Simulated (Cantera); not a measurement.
Input: 1 mol NaCl, 1.9 mol HCl, 26 mol H2, held at 777 °C and 0.100 bar.

Equilibrium computed with Cantera from the NASA thermochemical tables; the gas is ideal and each condensed phase is pure. Candidate condensed phases: Na, NaCl; 10 gas species. Kinetics and transport are ignored.

Q: What is the equilibrium state?

A: 
```json
{
 "x(H2)": "0.929",
 "x(HCl)": "0.0679",
 "x(NaCl)": "0.00211",
 "x(Na2Cl2)": "0.000910",
 "n(NaCl(s))": "0.890 mol",
 "gas_amount": "27.98 mol",
 "log10 activity of Na(l) (absent)": "-8.96"
}
```
